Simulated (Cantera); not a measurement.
Input: 1 mol borazine, 0.16 mol O2, 0.38 mol H2, at 2123 K and 4600 Pa.

Cantera equilibrium calculation (NASA polynomials, part measured and part estimated; ideal gas, pure solids and liquids). Candidate condensed phases: B, BN, B2O3, B3O3H3, H2O; 39 gas species. The feed counts by its element totals alone. The tables' values for BH2 are old estimates; treat these amounts as uncertain. Kinetics and transport are ignored.

Base state: H2 0.865, HBO 0.0551, N2 0.0427, H 0.0156, BO 0.0129, B2O2 0.00805, BH2 0.000457, HBO2 0.000201 (mole fractions); condensed: BN(s).

Task: What changes in the equilibrium state with this change: temperature from 2123 K to 1248 K?

Result: 
| species | before | after |
|---|---|---|
| H2 | 0.865 | 0.969 |
| N2 | 0.0427 | 0.0302 |
| H2O | 2.62e-5 | 0.000943 |
| HBO | 0.0551 | 1.95e-5 |
| H | 0.0156 | 2.14e-6 |
| BO | 0.0129 | 1.72e-9 |
| HBO2 | 0.000201 | 0.000229 |
| B2O2 | 0.00805 | 6.71e-9 |
| BH2 | 0.000457 | <1e-9 |
| B2O | 0.000147 | <1e-9 |
| BN(s), mol | 2.68 | 2.79 |
| B2O3(l), mol | 0 | 0.105 |
Mutual solubility and eutectic melting of coexisting phases are not modelled.

Task: What changes in the equilibrium state with this change: O2 from 0.16 to 3.5 mol?

Result: 
```
species       before     after
----------  --------  --------
HBO2        0.000201     0.335
N2            0.0427     0.234
H2O          2.62e-5     0.221
H2             0.865     0.134
B2O3        0.000194    0.0638
HBO           0.0551   0.00168
BO            0.0129  0.000999
H             0.0156   0.00612
BH2         0.000457     <1e-9
B2O         0.000147     <1e-9
BN(s), mol      2.68         0
```

Task: What changes in the equilibrium state with this change: temperature from 2123 K to 2198 K?

Result: 
```csv
species,before,after
H2,0.865,0.854
HBO,0.0551,0.0525
N2,0.0427,0.0430
H,0.0156,0.0240
BO,0.0129,0.0179
B,1.16e-5,5.41e-5
BH,3.45e-6,1.27e-5
B2O3,0.000194,6.91e-5
B2O,0.000147,0.000388
HBO2,0.000201,8.40e-5
"BN(s), mol",2.68,2.67
```
